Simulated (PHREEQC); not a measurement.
A column of 0.2 m (30 cells, dispersivity 0.007 m, 60 s a shift, diffusion coefficient 3e-10 m²/s) holds 0.0096 eq of the database's cation exchanger X per kg of pore water, first in equilibrium with 0.001 mol MgSO4 and 1e-05 mol HCl per kg of water. It is flushed with 0.002 mol CaCl2 and 1e-05 mol HCl per kg of water, at 40 °C. Values are for the last cell. CO2 from the air is kept out. No solid was allowed to form.

Equilibrium calculation in PHREEQC: ion-association model, phreeqc.dat.

```tsv
pore volumes	Ca in solution (mol/kgw)	S in solution (mol/kgw)	Mg in solution (mol/kgw)	Cl in solution (mol/kgw)	MgX2 on the exchanger (mol/kgw)
0	0	0.00100	0.00100	1.00e-5	0.00480
0.25	0	0.00100	0.00100	1.00e-5	0.00480
0.7167	0	0.000872	0.00113	0.000522	0.00480
0.95	1.37e-12	0.000524	0.00148	0.00191	0.00480
1.183	1.11e-9	0.000221	0.00178	0.00313	0.00480
1.65	8.30e-7	2.06e-5	0.00198	0.00393	0.00480
1.883	5.34e-6	5.23e-6	0.00199	0.00399	0.00478
2.35	6.78e-5	2.80e-7	0.00193	0.00401	0.00455
2.583	0.000169	6.08e-8	0.00183	0.00401	0.00419
2.817	0.000350	1.29e-8	0.00165	0.00401	0.00360
3.283	0.000932	5.48e-10	0.00107	0.00401	0.00202
3.517	0.00124	1.11e-10	0.000764	0.00401	0.00135
3.75	0.00148	2.22e-11	0.000515	0.00401	0.000865
4.217	0.00179	8.77e-13	0.000211	0.00401	0.000334
4.45	0.00187	1.73e-13	0.000132	0.00401	0.000205
4.683	0.00192	3.40e-14	8.12e-5	0.00401	0.000125
5.15	0.00197	0	3.04e-5	0.00401	4.65e-5
5.383	0.00198	0	1.85e-5	0.00401	2.82e-5
5.85	0.00199	0	6.80e-6	0.00401	1.03e-5
6.083	0.00200	0	4.11e-6	0.00401	6.25e-6
6.317	0.00200	0	2.48e-6	0.00401	3.77e-6
6.783	0.00200	0	9.00e-7	0.00401	1.37e-6
7.017	0.00200	0	5.41e-7	0.00401	8.22e-7
```

Away from 25 °C the constants follow the database's enthalpies or fits; those with neither stay at their 25 °C values.
